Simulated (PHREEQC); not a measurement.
Solution (5 °C): 0.02 mol K2CO3, 0.094 mol AlCl3 and 0.00015 mol Fe(NO3)3 per kg of water. Closed to the air; pH follows from the charge balance.

Equilibrium calculation in PHREEQC: ion-association model, wateq4f.dat.

This is a speciation only: nothing precipitates in the calculation.

**Question.** Order these Al species by the share of Al that they hold, largest first: Al(OH)2+, AlOH+2, Al+3.

**Answer.** Al+3 (66 %), AlOH+2 (29 %), Al(OH)2+ (4.6 %)

The pH is 5.64 and the ionic strength 0.500 mol/kgw. Examples of supersaturated solids here: Al(OH)3(a), Hematite (slow to form). Others may be too. Away from 25 °C the constants follow the database's enthalpies or fits; those with neither stay at their 25 °C values.
